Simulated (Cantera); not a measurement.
# Equilibrium for hydrogen reduction and annealing atmospheres: Al2O3 + H2 + N2

Input: 1 mol Al2O3, 2000 mol H2, 3.1 mol N2, at 7.50 Torr.

These are equilibrium values from Cantera (NASA tables, ideal gas, pure condensed phases), not measurements of a reactor. Candidate condensed phases: Al, AlN, Al2O3, H2O; 35 gas species. Mutual solubility and eutectic melting of coexisting phases are not modelled. Equilibrium is a limit: real reactors are often held back by kinetics, nucleation or transport.

From 650 K to 1250 K the condensed part is Al2O3(s). At 1350 K the condensed part is AlN(s) + Al2O3(s). At 1450 K the condensed part is Al2O3(s).

```tsv
T (K)	log p H2	log p N2	log p H	log p NH3	log p H2O	log p Al	log p AlH	n Al2O3(s)	n AlN(s)
650	-2.00	-4.81	<-14	-7.13	-12.66	<-14	<-14	1.00	0
750	-2.00	-4.81	-13.50	-7.70	-11.58	<-14	<-14	1.00	0
850	-2.00	-4.81	-11.69	-8.14	-10.77	<-14	<-14	1.000	0
950	-2.00	-4.81	-10.25	-8.49	-10.14	<-14	<-14	1.000	0
1050	-2.00	-4.81	-9.09	-8.78	-9.63	<-14	<-14	1.000	0
1150	-2.00	-4.81	-8.13	-9.02	-9.21	<-14	<-14	1.000	0
1250	-2.00	-4.81	-7.32	-9.22	-8.87	-12.25	-12.66	1.000	0
1350	-2.00	-4.81	-6.62	-9.40	-8.58	-10.27	-10.91	1.000	0.000341
1450	-2.00	-4.81	-6.02	-9.55	-8.32	-8.58	-9.41	1.000	0
```
log p: log10 of the partial pressure in bar; n: condensed amount in mol.
